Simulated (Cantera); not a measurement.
An isothermal plug-flow reactor at 750 K and 0.270 bar (inlet), inlet velocity 5 m/s, active area per volume 3100 1/m; feed 0.311 % CO, 15.0 % O2, 84.7 % N2.

Detailed kinetics in Cantera: Deutschmann's 1995 Pt surface mechanism with GRI-Mech 3.0 gas chemistry. Catalytic surfaces can have several steady states; this one follows from the mechanism file's or the stated starting coverage. Mass transfer to the wall is taken as infinitely fast.

One state of this run: x CO = 0.00157; x O2 = 0.149; x H2O = <1e-12; x CO2 = 0.00154; θ free Pt = 0.0296; θ O* = 0.970. x: gas mole fraction; θ: surface coverage.

**Question.** Which value of z (m) does it belong to?
A. 0.00021
B. 0.0037
C. 0.0065
D. 0.00065

**Answer.** B, 0.0037
